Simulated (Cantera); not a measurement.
Input (Python, Cantera):

```python
import numpy as np
import cantera as ct

gas = ct.Solution("gri30.yaml")
gas.TPX = 1625, 100000, {'CH4': 1, 'H2O': 4.7}
reactor = ct.IdealGasConstPressureReactor(gas, energy="off", clone=False)
net = ct.ReactorNet([reactor])
net.rtol, net.atol = 1e-08, 1e-18
show = ['CH4', 'H2O', 'H', 'H2', 'C2H6', 'O', 'HO2']
times = np.geomspace(6e-05, 4, 9)

steps = ct.SolutionArray(gas, extra=["t"])
rows = []
print(f"{'t/s':>10s}{'T/K':>9s}{'P/Pa':>11s}" + "".join(f"{s:>11s}" for s in show))
for t in times:
    while net.time < t:
        t_next = net.step()
        steps.append(gas.state, t=t_next)
    rows.append([np.interp(t, steps.t, y) for y in (steps.T, steps.P, *steps(*show).X.T)])
    print(f"{t:10.3e}{rows[-1][0]:9.1f}{rows[-1][1]:11.4g}" + "".join(f"{x:11.3e}" for x in rows[-1][2:]))
rate = np.gradient(steps.T, steps.t)
print("integrator steps:", len(steps.t))
if steps.T.max() > steps.T[0] + 200:
    print(f"time of steepest temperature rise: {steps.t[rate.argmax()]:.4e} s")
gas.TPX = 1625, 100000, {'CH4': 1, 'H2O': 4.7}
gas.equilibrate("TP")
print(f"equilibrium (TP): T = {gas.T:.1f} K  " + "  ".join(f"{s} {gas[s].X[0]:.3e}" for s in show))
```

Output:

```
       t/s      T/K       P/Pa        CH4        H2O          H         H2       C2H6          O        HO2
 6.000e-05   1625.0      1e+05  1.752e-01  8.245e-01  3.840e-07  1.255e-04  1.712e-05  9.284e-11  2.489e-14
 2.405e-04   1625.0      1e+05  1.743e-01  8.243e-01  6.595e-07  6.627e-04  2.412e-04  3.734e-10  1.630e-13
 9.641e-04   1625.0      1e+05  1.695e-01  8.226e-01  2.028e-06  4.764e-03  8.396e-04  8.994e-10  5.283e-13
 3.865e-03   1625.0      1e+05  1.494e-01  8.093e-01  6.636e-06  2.926e-02  6.825e-04  7.527e-10  6.139e-13
 1.549e-02   1625.0      1e+05  1.060e-01  7.721e-01  1.551e-05  9.065e-02  2.491e-04  3.769e-10  5.460e-13
 6.210e-02   1625.0      1e+05  5.474e-02  7.139e-01  2.730e-05  1.741e-01  5.431e-05  2.356e-10  4.017e-13
 2.489e-01   1625.0      1e+05  2.826e-02  6.249e-01  3.750e-05  2.644e-01  1.144e-05  2.025e-10  2.669e-13
 9.979e-01   1625.0      1e+05  1.686e-02  5.209e-01  4.249e-05  3.541e-01  2.950e-06  1.932e-10  1.379e-13
 4.000e+00   1625.0      1e+05  4.929e-03  4.598e-01  4.511e-05  4.096e-01  2.139e-07  1.886e-10  9.348e-14
integrator steps: 1466
equilibrium (TP): T = 1625.0 K  CH4 1.759e-08  H2O 4.475e-01  H 4.619e-05  H2 4.226e-01  C2H6 3.910e-18  O 1.851e-10  HO2 8.757e-14
```

Computed with Cantera and GRI-Mech 3.0 (53 species, 325 reactions).
